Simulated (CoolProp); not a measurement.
The fluoroketone C6F12O (FK-5-1-12) at 293.15 K and 2.95 MPa is throttled through a valve to 1.2 MPa with no heat exchange. Each further row changes one setting.

Model: reference Helmholtz-energy equation of state, McLinden 2015, in CoolProp.

```tsv
case	temperature change (K)
as stated	+0.5
outlet pressure 0.36 MPa	+0.7
outlet pressure 1.56 MPa	+0.4
```
